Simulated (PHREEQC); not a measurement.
Dissolve 0.0016 mol ZnSO4, 0.00098 mol CuCl2, 0.0013 mol H2SO4 and 0.00083 mol NaCl per kg of water at 25 °C. Closed to the air; pH follows from the charge balance.

Equilibrium calculation in PHREEQC: ion-association model, phreeqc.dat.

This is a speciation only: nothing precipitates in the calculation.

Task: Predict the pH.

Result: pH 2.68.

Task: In which forms is Zn present?

Result: Zn+2 82 %, ZnSO4 17 % of the Zn.
